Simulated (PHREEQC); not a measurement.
## Reverse-osmosis permeate

Synthetic water in mg/L, 25 °C, pH 6.54, pe 12.4: Na 8.82; K 0.369; Ca 0.438; Mg 1.18; Cl 11.2; S(6) as SO4 7.38; Alkalinity as HCO3 3.31; Sr 0.202.

Valence states are taken as typed.

Computed with PHREEQC (ion-association model, phreeqc.dat).

```yaml
ionic_strength: 0.000656 mol/kgw
charge_balance_error: -0.7 %
```

```tsv
species	molality	activity	log γ
Na+	0.000383	0.000373	-0.013
Cl-	0.000316	0.000307	-0.013
SO4-2	7.59e-5	6.76e-5	-0.050
HCO3-	5.44e-5	5.29e-5	-0.012
Mg+2	4.78e-5	4.26e-5	-0.050
CO2	3.43e-5	3.43e-5	0.000
Ca+2	1.08e-5	9.63e-6	-0.050
K+	9.43e-6	9.16e-6	-0.013
Sr+2	2.28e-6	2.03e-6	-0.050
MgSO4	6.76e-7	6.76e-7	0.000
H+	2.97e-7	2.88e-7	-0.012
NaSO4-	1.30e-7	1.26e-7	-0.012
CaSO4	1.16e-7	1.16e-7	0.000
OH-	3.61e-8	3.51e-8	-0.013
MgHCO3+	2.72e-8	2.64e-8	-0.013
```

This is a speciation only: nothing precipitates in the calculation. Species that the database lacks are ignored.
